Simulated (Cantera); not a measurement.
Input: 1 mol AlN, 0.43 mol H₂O, 2.8 mol H₂, held at 1000 Pa.

Equilibrium computed with Cantera from the NASA thermochemical tables; the gas is ideal and each condensed phase is pure. Candidate condensed phases: Al, AlN, Al₂O₃, H₂O; 35 gas species. Mutual solubility and eutectic melting of coexisting phases are not modelled. The tables' values for AlOH are old estimates; treat these amounts as uncertain. Condensed phases not in the tables: aluminium oxynitride. The numbers say what is thermodynamically allowed, not how fast it happens. All values below are at 1600 °C.

Base state: H₂ 0.933, N₂ 0.0484, Al 0.00710, H 0.00623, Al₂O 0.00481, AlH 0.000258, AlOH 2.55e-5 (mole fractions); condensed: AlN(s) + Al₂O₃(s).

**Question.** What changes in the equilibrium state with this change: pressure from 1000 Pa to 100000 Pa?

**Answer.** 
```csv
species,before,after
H₂,0.933,0.957
N₂,0.0484,0.0425
H,0.00623,0.000631
Al,0.00710,7.58e-6
Al₂O,0.00481,2.44e-6
AlH,0.000258,2.79e-6
AlOH,2.55e-5,1.23e-6
H₂O,7.82e-6,3.56e-5
"AlN(s), mol",0.666,0.713
"Al₂O₃(s), mol",0.138,0.143
```

**Question.** What changes in the equilibrium state with this change: pressure from 1000 Pa to 120 Pa?

**Answer.** 
| species | before | after |
|---|---|---|
| H₂ | 0.933 | 0.728 |
| N₂ | 0.0484 | 0.114 |
| Al | 0.00710 | 0.0807 |
| Al₂O | 0.00481 | 0.0607 |
| H | 0.00623 | 0.0159 |
| AlH | 0.000258 | 0.000898 |
| AlOH | 2.55e-5 | 7.22e-5 |
| AlN(s), mol | 0.666 | 0 |
| Al₂O₃(s), mol | 0.138 | 0.0545 |
